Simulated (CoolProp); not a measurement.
A Linde-Hampson liquefier for ethylene: isothermal reversible compression at 300 K from 1 atm to 10 MPa, throttling to 1 atm, return gas leaving the recuperator 0 K below the feed. Each further row changes one setting.

Model: reference Helmholtz-energy equation of state, Smukala 2000, in CoolProp.

```csv
case,liquid yield per pass,compression work (kJ/kg of gas)
as stated,0.434,346
high pressure 20 MPa,0.477,373
warm-end temperature 330 K,0.269,405
warm-end gap 5 K,0.427,346
```
